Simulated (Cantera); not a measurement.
Cantera run, input and output.

```python
import numpy as np
import cantera as ct

gas = ct.Solution("gri30.yaml")
gas.TPX = 1125, 500000, {'CH4': 1, 'O2': 5.3, 'N2': 14.2}
reactor = ct.IdealGasReactor(gas, energy="on", clone=False)
net = ct.ReactorNet([reactor])
net.rtol, net.atol = 1e-08, 1e-16
show = ['CH4', 'O2', 'C2H2', 'CO', 'NO']
times = np.geomspace(9e-06, 1, 13)

steps = ct.SolutionArray(gas, extra=["t"])
rows = []
print(f"{'t/s':>10s}{'T/K':>9s}{'P/Pa':>11s}" + "".join(f"{s:>11s}" for s in show))
for t in times:
    while net.time < t:
        t_next = net.step()
        steps.append(gas.state, t=t_next)
    rows.append([np.interp(t, steps.t, y) for y in (steps.T, steps.P, *steps(*show).X.T)])
    print(f"{t:10.3e}{rows[-1][0]:9.1f}{rows[-1][1]:11.4g}" + "".join(f"{x:11.3e}" for x in rows[-1][2:]))
rate = np.gradient(steps.T, steps.t)
print("integrator steps:", len(steps.t))
if steps.T.max() > steps.T[0] + 200:
    print(f"time of steepest temperature rise: {steps.t[rate.argmax()]:.4e} s")
gas.TPX = 1125, 500000, {'CH4': 1, 'O2': 5.3, 'N2': 14.2}
gas.equilibrate("UV")
print(f"equilibrium (UV): T = {gas.T:.1f} K  " + "  ".join(f"{s} {gas[s].X[0]:.3e}" for s in show))
```

Result:

```
       t/s      T/K       P/Pa        CH4         O2       C2H2         CO         NO
 9.000e-06   1125.0      5e+05  4.878e-02  2.585e-01  2.331e-24  8.031e-15  1.491e-22
 2.370e-05   1125.0      5e+05  4.878e-02  2.585e-01  1.289e-22  1.466e-13  1.034e-21
 6.240e-05   1125.0      5e+05  4.878e-02  2.585e-01  7.362e-21  2.729e-12  7.351e-21
 1.643e-04   1125.0      5e+05  4.878e-02  2.585e-01  5.463e-19  5.457e-11  5.596e-20
 4.327e-04   1125.0      5e+05  4.878e-02  2.585e-01  7.480e-17  1.292e-09  5.094e-19
 1.139e-03   1125.0      5e+05  4.877e-02  2.585e-01  2.662e-14  4.653e-08  6.915e-18
 3.000e-03   1125.4  5.002e+05  4.873e-02  2.585e-01  3.943e-12  1.562e-06  8.380e-17
 7.900e-03   1128.4  5.015e+05  4.835e-02  2.582e-01  4.349e-10  4.443e-05  1.378e-15
 2.080e-02   2373.9  1.057e+06  4.221e-20  1.559e-01  4.416e-25  6.851e-04  6.988e-03
 5.477e-02   2357.2   1.05e+06  3.271e-20  1.527e-01  2.848e-25  6.299e-04  1.369e-02
 1.442e-01   2356.4  1.049e+06  3.229e-20  1.525e-01  2.787e-25  6.273e-04  1.402e-02
 3.798e-01   2356.4  1.049e+06  3.229e-20  1.525e-01  2.787e-25  6.273e-04  1.402e-02
 1.000e+00   2356.4  1.049e+06  3.229e-20  1.525e-01  2.787e-25  6.273e-04  1.402e-02
integrator steps: 2164
time of steepest temperature rise: 1.3117e-02 s
equilibrium (UV): T = 2356.4 K  CH4 4.840e-20  O2 1.525e-01  C2H2 3.333e-25  CO 6.273e-04  NO 1.402e-02
```

Model: GRI-Mech 3.0 (53 species, 325 reactions), integrated in Cantera.
